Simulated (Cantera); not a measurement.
Input (Python, Cantera):

```python
import numpy as np
import cantera as ct

gas = ct.Solution("gri30.yaml")
gas.TPX = 1400, 100000, {'CO': 0.0014, 'O2': 0.0066, 'H2O': 0.00019, 'N2': 1}
reactor = ct.IdealGasConstPressureReactor(gas, energy="off", clone=False)
net = ct.ReactorNet([reactor])
net.rtol, net.atol = 1e-08, 1e-18
show = ['CO', 'O2', 'H2O', 'HO2', 'NO2', 'CO2']
times = np.geomspace(0.0001, 300, 15)

steps = ct.SolutionArray(gas, extra=["t"])
rows = []
print(f"{'t/s':>10s}{'T/K':>9s}{'P/Pa':>11s}" + "".join(f"{s:>11s}" for s in show))
for t in times:
    while net.time < t:
        t_next = net.step()
        steps.append(gas.state, t=t_next)
    rows.append([np.interp(t, steps.t, y) for y in (steps.T, steps.P, *steps(*show).X.T)])
    print(f"{t:10.3e}{rows[-1][0]:9.1f}{rows[-1][1]:11.4g}" + "".join(f"{x:11.3e}" for x in rows[-1][2:]))
rate = np.gradient(steps.T, steps.t)
print("integrator steps:", len(steps.t))
if steps.T.max() > steps.T[0] + 200:
    print(f"time of steepest temperature rise: {steps.t[rate.argmax()]:.4e} s")
gas.TPX = 1400, 100000, {'CO': 0.0014, 'O2': 0.0066, 'H2O': 0.00019, 'N2': 1}
gas.equilibrate("TP")
print(f"equilibrium (TP): T = {gas.T:.1f} K  " + "  ".join(f"{s} {gas[s].X[0]:.3e}" for s in show))
```

It prints:

```
       t/s      T/K       P/Pa         CO         O2        H2O        HO2        NO2        CO2
 1.000e-04   1400.0      1e+05  1.389e-03  6.546e-03  1.885e-04  3.651e-12  1.111e-23  6.764e-10
 2.902e-04   1400.0      1e+05  1.389e-03  6.546e-03  1.885e-04  1.038e-11  3.301e-22  1.987e-09
 8.420e-04   1400.0      1e+05  1.389e-03  6.546e-03  1.885e-04  4.099e-11  1.088e-20  6.228e-09
 2.443e-03   1400.0      1e+05  1.389e-03  6.546e-03  1.885e-04  4.120e-10  7.324e-19  2.915e-08
 7.089e-03   1400.0      1e+05  1.388e-03  6.546e-03  1.884e-04  1.626e-08  1.071e-15  8.460e-07
 2.057e-02   1400.0      1e+05  9.677e-04  6.250e-03  1.675e-04  4.721e-07  1.629e-10  4.211e-04
 5.969e-02   1400.0      1e+05  1.381e-04  5.899e-03  1.804e-04  2.411e-07  3.789e-09  1.251e-03
 1.732e-01   1400.0      1e+05  1.501e-05  5.858e-03  1.860e-04  5.592e-08  8.573e-09  1.375e-03
 5.026e-01   1400.0      1e+05  1.270e-06  5.855e-03  1.875e-04  8.354e-09  7.534e-09  1.388e-03
 1.458e+00   1400.0      1e+05  1.096e-07  5.855e-03  1.881e-04  1.158e-09  3.517e-09  1.389e-03
 4.232e+00   1400.0      1e+05  2.403e-08  5.855e-03  1.883e-04  3.379e-10  1.802e-09  1.390e-03
 1.228e+01   1400.0      1e+05  1.796e-08  5.855e-03  1.883e-04  2.680e-10  1.573e-09  1.390e-03
 3.563e+01   1400.0      1e+05  1.791e-08  5.855e-03  1.883e-04  2.674e-10  1.580e-09  1.390e-03
 1.034e+02   1400.0      1e+05  1.791e-08  5.855e-03  1.883e-04  2.674e-10  1.606e-09  1.390e-03
 3.000e+02   1400.0      1e+05  1.791e-08  5.855e-03  1.883e-04  2.674e-10  1.680e-09  1.390e-03
integrator steps: 1556
equilibrium (TP): T = 1400.0 K  CO 1.803e-08  O2 5.788e-03  H2O 1.883e-04  HO2 2.653e-10  NO2 1.668e-07  CO2 1.390e-03
```

Cantera simulation using GRI-Mech 3.0 (53 species, 325 reactions); the numbers are that mechanism's predictions, not measurements.
